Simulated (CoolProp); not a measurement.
n-butane along the isobar 5.1 MPa: Z from the reference equation and from simpler models built on Tc = 425.1 K, pc = 3.796 MPa, ω = 0.201; each cubic takes its own stable root.

The numbers come from the reference Helmholtz-energy equation of state, Bücker 2006 in CoolProp.

```tsv
T (K)	phase	reference
371.2	liquid	0.1965
393.9	liquid	0.2011
416.5	liquid	0.2148
439.2	supercritical	0.2800
461.8	supercritical	0.5225
484.4	supercritical	0.6440
507.1	supercritical	0.7194
529.7	supercritical	0.7728
552.4	supercritical	0.8135
575	supercritical	0.8454
```

Problem. How far does each simpler model (van der Waals, Redlich-Kwong, Soave-Redlich-Kwong, Peng-Robinson) lie from the reference over these 10 states: mean and median of the absolute difference, and the worst?

Solution. 
- van der Waals: mean 22.0 %, median 9.2 %, worst +53.1 % at 371.2 K and 5.1 MPa
- Redlich-Kwong: mean 8.0 %, median 3.1 %, worst +18.8 % at 416.5 K and 5.1 MPa
- Soave-Redlich-Kwong: mean 7.7 %, median 4.2 %, worst +20.0 % at 439.2 K and 5.1 MPa
- Peng-Robinson: mean 2.9 %, median 1.9 %, worst +10.8 % at 439.2 K and 5.1 MPa
